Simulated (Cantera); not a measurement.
Feed: 1 mol CaCO₃, 0.1 mol H₂, equilibrated at 2150 K and 0.150 bar.

Method: chemical equilibrium by Gibbs-energy minimisation in Cantera with the NASA 1993 tables (ideal gas, pure condensed phases). Candidate condensed phases: C, C₆H₆, C₇H₈, C₈H₁₈, Ca, CaCO₃, CaO, Ca(OH)₂, H₂O; 115 gas species. Equilibrium is a limit: real reactors are often held back by kinetics, nucleation or transport.

Base state: CO₂ 0.797, CO 0.104, H₂O 0.0863, O₂ 0.00709, OH 0.00259, H₂ 0.00219, H 0.000510, O 0.000425 (mole fractions); condensed: CaO(s).

What changes in the equilibrium state with this change: temperature from 2150 K to 2200 K?


```json
[
 {"species": "CO₂", "before": "0.797", "after": "0.783"},
 {"species": "CO", "before": "0.104", "after": "0.113"},
 {"species": "H₂O", "before": "0.0863", "after": "0.0851"},
 {"species": "O₂", "before": "0.00709", "after": "0.0117"},
 {"species": "Ca(OH)₂", "before": "2.60e-5", "after": "3.55e-5"},
 {"species": "O", "before": "0.000425", "after": "0.000754"},
 {"species": "OH", "before": "0.00259", "after": "0.00358"},
 {"species": "CaO(s), mol", "before": "1.000", "after": "1.000"}
]
```

What changes in the equilibrium state with this change: temperature from 2150 K to 1848 K?


| species | before | after |
|---|---|---|
| CO₂ | 0.797 | 0.820 |
| CO | 0.104 | 0.0887 |
| H₂O | 0.0863 | 0.0884 |
| O₂ | 0.00709 | 6.35e-5 |
| Ca(OH)₂ | 2.60e-5 | 2.50e-6 |
| O | 0.000425 | 3.90e-6 |
| OH | 0.00259 | 0.000182 |
| H | 0.000510 | 6.68e-5 |
| H₂ | 0.00219 | 0.00238 |
| CaO(s), mol | 1.000 | 1.000 |
